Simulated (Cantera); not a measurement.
Feed: 1 mol Fe3O4, 4.9 mol C, 1.2 mol H2, equilibrated at 1498.15 K and 0.100 bar.

These are equilibrium values from Cantera (NASA tables, ideal gas, pure condensed phases), not measurements of a reactor. Candidate condensed phases: C, C6H6, C7H8, C8H18, Fe, Fe(CO)5, FeO, Fe(OH)2, Fe(OH)3, Fe2O3, Fe3O4, H2O; 114 gas species. Iron dissolves carbon and melts from about 1420 K in contact with it, which pure phases cannot show. Condensed phases not in the tables: cementite and carbon dissolved in iron. Equilibrium is a limit: real reactors are often held back by kinetics, nucleation or transport.

Base state: CO 0.769, H2 0.231, CO2 3.99e-5, H2O 3.09e-5, H 2.61e-5, CH4 1.38e-5 (mole fractions); condensed: C(graphite) + Fe(γ).

Task: What changes in the equilibrium state with this change: C from 4.9 to 3 mol?

Result: 
```json
[
 {"species": "CO", "before": "0.769", "after": "0.615"},
 {"species": "H2", "before": "0.231", "after": "0.202"},
 {"species": "CO2", "before": "3.99e-5", "after": "0.0995"},
 {"species": "H2O", "before": "3.09e-5", "after": "0.0842"},
 {"species": "CH4", "before": "1.38e-5", "after": "2.70e-9"},
 {"species": "H", "before": "2.61e-5", "after": "2.44e-5"},
 {"species": "C(graphite), mol", "before": "0.900", "after": "0"},
 {"species": "Fe(γ), mol", "before": "3.00", "after": "2.77"},
 {"species": "FeO(s), mol", "before": "0", "after": "0.228"}
]
```
Mutual solubility and eutectic melting of coexisting phases are not modelled. The tables' stoichiometric FeO is somewhat more stable than real wüstite, so its field is too wide. FeO: taken at fixed stoichiometry.

Task: What changes in the equilibrium state with this change: temperature from 1498.15 K to 2448 K?

Result: 
```json
[
 {"species": "CO", "before": "0.769", "after": "0.597"},
 {"species": "Fe", "before": "1.44e-6", "after": "0.211"},
 {"species": "H2", "before": "0.231", "after": "0.165"},
 {"species": "H", "before": "2.61e-5", "after": "0.0256"},
 {"species": "C2H", "before": "<1e-9", "after": "1.42e-5"},
 {"species": "C2H2 (acetylene)", "before": "2.04e-6", "after": "0.00143"},
 {"species": "CO2", "before": "3.99e-5", "after": "1.63e-7"},
 {"species": "H2O", "before": "3.09e-5", "after": "2.73e-7"},
 {"species": "CH4", "before": "1.38e-5", "after": "4.45e-7"},
 {"species": "C(graphite), mol", "before": "0.900", "after": "0.880"},
 {"species": "Fe(γ), mol", "before": "3.00", "after": "0"},
 {"species": "Fe(l), mol", "before": "0", "after": "1.59"}
]
```
